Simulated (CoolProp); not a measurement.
Properties of sulfur hexafluoride along the isotherm 391.3 K (Tc = 318.7 K, pc = 3.755 MPa, ω = 0.210).

Values from CoolProp's reference Helmholtz-energy equation of state, Guder 2009.

```
p (MPa)          phase       Z  cv (kJ/(kg K))  expansivity (1/kK)
-------  -------------  ------  --------------  ------------------
0.0297             gas  0.9987          0.7314               2.568
0.061              gas  0.9973          0.7316               2.581
0.125              gas  0.9945          0.7319               2.607
0.257              gas  0.9886          0.7326               2.663
0.528              gas  0.9766          0.7339               2.783
1.08               gas  0.9516          0.7368               3.051
2.23               gas  0.8984          0.7430               3.727
4.57     supercritical  0.7860          0.7572               5.790
9.39     supercritical  0.6146          0.7770               9.829
```
